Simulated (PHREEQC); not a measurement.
0.029 g of hydrous ferric oxide (600 m²/g; 0.2 weak and 0.005 strong sites per Fe, Dzombak-Morel constants, diffuse double layer) in 1 kg of water with 0.1 mol/kgw of an inert sodium salt and 8e-08 mol/kgw ZnSO4, at 25 °C; the pH is set by adding NaOH or the inert anion's acid. Oxygen alone is held at its pressure in air (log pO2 = -0.68). No CO2 enters from the air. No solid was allowed to form.

The series has 13 steps of pH, from 3 to 11.

Equilibrium calculation in PHREEQC: ion-association model, wateq4f.dat.

Near which pH is half of the S sorbed, and on which side is more sorbed?

Near pH 5.2, with more sorbed at lower pH.

Near which pH is half of the Zn sorbed, and on which side is more sorbed?

Near pH 6.6, with more sorbed at higher pH.

The oxide is taken as insoluble; below pH 4 it would dissolve.
